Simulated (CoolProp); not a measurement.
Values from CoolProp's reference Helmholtz-energy equation of state, Thol 2019.

For tetradecamethylhexasiloxane (MD4M), give the phase and the Z, cp (kJ/(kg K)), expansivity (1/kK) at 523.9 K and 760 kPa; 537.2 K and 760 kPa; 570.5 K and 760 kPa.


- 523.9 K and 760 kPa: liquid; Z 0.122, cp 2.17, expansivity 1.87
- 537.2 K and 760 kPa: liquid; Z 0.122, cp 2.20, expansivity 2.01
- 570.5 K and 760 kPa: liquid; Z 0.124, cp 2.27, expansivity 2.53
